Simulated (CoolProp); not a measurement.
Vapour-liquid equilibrium of 1-butene (1) + acetone (2) at 376.3 K; x and y are mole fractions of (1).

Values from CoolProp's multi-fluid Helmholtz-energy mixture model, Lemmon 2005 and Lemmon 2006; pair parameters Bell 2016.

```tsv
x	bubble pressure (kPa)	y at the bubble point	dew pressure at overall composition x (kPa)	liquid density (mol/L)
0.05	544.8	0.267	424.3	11.67
0.2	909.7	0.588	501.2	11.07
0.35	1182	0.708	609.1	10.47
0.5	1384	0.776	771.6	9.895
0.65	1549	0.830	1037	9.346
0.8	1702	0.889	1459	8.847
0.95	1851	0.967	1824	8.430
```

No azeotrope shows between x = 0.05 and 0.95.

Pair parameters are fitted to limited data, so mixtures are less certain than the pure fluids.
